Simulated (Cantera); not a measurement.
Cantera with NASA thermochemical tables; ideal gases at 1 bar, condensed phases pure. Values are per mole of reaction as written; species without (g) are pure solids or liquids, kept so even where they would boil at 1 bar.

3 VO2(g) ⇌ 2 O3(g) + 3 V

```csv
T (K),ΔH° (kJ),ΔS° (J/K),ΔG° (kJ),log10 K,condensed phases
300,981.5,-230.9,1050.8,-182.96,V(s)
1100,1004.5,-195.5,1219.5,-57.91,V(s)
1300,1012.2,-189.1,1258.0,-50.55,V(s)
1500,…,…,…,…,V(s)
1700,…,…,…,…,V(s)
1900,…,…,…,…,V(s)
2100,…,…,…,…,V(s)
2300,1154.5,-117.7,1425.3,-32.37,V(l)
2500,1178.8,-107.6,1447.9,-30.25,V(l)
2700,1204.8,-97.6,1468.4,-28.41,V(l)
2900,1232.3,-87.8,1486.9,-26.78,V(l)
```

Task: Fill in the missing entries.

Result: 
- 1500, ΔH° (kJ): 1021.3
- 1500, ΔS° (J/K): -182.6
- 1500, ΔG° (kJ): 1295.2
- 1500, log10 K: -45.10
- 1700, ΔH° (kJ): 1032.7
- 1700, ΔS° (J/K): -175.5
- 1700, ΔG° (kJ): 1331.0
- 1700, log10 K: -40.90
- 1900, ΔH° (kJ): 1046.9
- 1900, ΔS° (J/K): -167.6
- 1900, ΔG° (kJ): 1365.3
- 1900, log10 K: -37.53
- 2100, ΔH° (kJ): 1064.4
- 2100, ΔS° (J/K): -158.9
- 2100, ΔG° (kJ): 1398.0
- 2100, log10 K: -34.77
